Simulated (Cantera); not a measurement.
Charge: 1 mol SiHCl3, 0.0084 mol Cl2, 4.7 mol H2, equilibrated at 1025 K and 280 Pa.

These are equilibrium values from Cantera (NASA tables, ideal gas, pure condensed phases), not measurements of a reactor. Candidate condensed phases: Si; 19 gas species. The tables' values for SiCl3 are old estimates; treat these amounts as uncertain. Rates play no part.

Base state: H2 0.824, SiCl4 0.0936, HCl 0.0577, SiHCl3 0.0115, SiCl2 0.00722, SiCl3 0.00569, SiH2Cl2 0.000156 (mole fractions); condensed: Si(s).

### Question
What changes in the equilibrium state with this change: SiHCl3 replaced by SiCl4?

### Answer
| species | before | after |
|---|---|---|
| H2 | 0.824 | 0.771 |
| SiCl4 | 0.0936 | 0.136 |
| HCl | 0.0577 | 0.0614 |
| SiHCl3 | 0.0115 | 0.0147 |
| SiCl3 | 0.00569 | 0.00755 |
| SiCl2 | 0.00722 | 0.00872 |
| SiH2Cl2 | 0.000156 | 0.000177 |
| Si(s), mol | 0.285 | 0.0267 |

### Question
What changes in the equilibrium state with this change: temperature from 1025 K to 1125 K?

### Answer
```json
[
 {"species": "H2", "before": "0.824", "after": "0.779"},
 {"species": "HCl", "before": "0.0577", "after": "0.106"},
 {"species": "SiCl4", "before": "0.0936", "after": "0.0638"},
 {"species": "SiCl2", "before": "0.00722", "after": "0.0306"},
 {"species": "SiCl3", "before": "0.00569", "after": "0.0126"},
 {"species": "SiHCl3", "before": "0.0115", "after": "0.00813"},
 {"species": "SiH2Cl2", "before": "0.000156", "after": "0.000127"},
 {"species": "Si(s), mol", "before": "0.285", "after": "0.283"}
]
```
